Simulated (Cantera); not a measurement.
## Hydrogen reduction and annealing atmospheres: Cu2O + H2 + N2

Feed: 1 mol Cu2O, 0.48 mol H2, 2.2 mol N2, held at 1.00 bar.

Method: chemical equilibrium by Gibbs-energy minimisation in Cantera with the NASA 1993 tables (ideal gas, pure condensed phases). Candidate condensed phases: Cu, CuO, Cu(OH)2, Cu2O, H2O; 27 gas species. Each liquid is taken as pure. Mutual solubility and eutectic melting of coexisting phases are not modelled. Rates play no part.

| T (K) | x N2 | x H2O | x O2 | x NO | x Cu | x OH | n Cu(s) | n Cu2O(s) | n Cu(l) | n Cu2O(l) |
|---|---|---|---|---|---|---|---|---|---|---|
| 650 | 0.821 | 0.179 | <1e-12 | <1e-12 | <1e-12 | <1e-12 | 0.960 | 0.520 | 0 | 0 |
| 750 | 0.821 | 0.179 | <1e-12 | <1e-12 | <1e-12 | <1e-12 | 0.960 | 0.520 | 0 | 0 |
| 850 | 0.821 | 0.179 | <1e-12 | 2.89e-12 | <1e-12 | 3.89e-12 | 0.960 | 0.520 | 0 | 0 |
| 950 | 0.821 | 0.179 | 1.25e-11 | 1.38e-10 | 1.89e-12 | 1.53e-10 | 0.960 | 0.520 | 0 | 0 |
| 1050 | 0.821 | 0.179 | 7.15e-10 | 3.14e-9 | 1.05e-10 | 2.98e-9 | 0.960 | 0.520 | 0 | 0 |
| 1150 | 0.821 | 0.179 | 1.99e-8 | 4.13e-8 | 2.89e-9 | 3.46e-8 | 0.960 | 0.520 | 0 | 0 |
| 1250 | 0.821 | 0.179 | 3.22e-7 | 3.57e-7 | 4.64e-8 | 2.71e-7 | 0.960 | 0.520 | 0 | 0 |
| 1350 | 0.821 | 0.179 | 3.42e-6 | 2.23e-6 | 4.89e-7 | 1.56e-6 | 0.960 | 0.520 | 0 | 0 |
| 1450 | 0.821 | 0.179 | 3.48e-5 | 1.25e-5 | 3.44e-6 | 7.57e-6 | 0 | 0.520 | 0.960 | 0 |
| 1550 | 0.821 | 0.179 | 0.000213 | 5.04e-5 | 1.86e-5 | 2.85e-5 | 0 | 0 | 0.962 | 0.519 |
| 1650 | 0.820 | 0.179 | 0.000684 | 0.000139 | 8.12e-5 | 8.19e-5 | 0 | 0 | 0.968 | 0.516 |
| 1750 | 0.819 | 0.178 | 0.00189 | 0.000338 | 0.000299 | 0.000208 | 0 | 0 | 0.981 | 0.509 |
x: gas mole fraction; n: condensed amount in mol.

From 650 K to 1350 K the condensed part is Cu(s) + Cu2O(s). At 1450 K the condensed part is Cu(l) + Cu2O(s). From 1550 K to 1750 K the condensed part is Cu(l) + Cu2O(l).
